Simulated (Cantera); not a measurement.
Cantera with NASA thermochemical tables; ideal gases at 1 bar, condensed phases pure. Values are per mole of reaction as written; species without (g) are pure solids or liquids, kept so even where they would boil at 1 bar.

Q: Between 973 and 2473 K, where is each reaction favourable under standard conditions?
- 2 H(g) + 2 C3H8(g) + 3 Cl2(g) = 6 CH3Cl(g)

A: 
- 2 H(g) + 2 C3H8(g) + 3 Cl2(g) = 6 CH3Cl(g): ΔG° is -665 kJ at 973 K and -523 kJ at 2473 K; it stays negative (K > 1). ΔH° is -776 kJ and ΔS° -102 J/K at 2473 K.
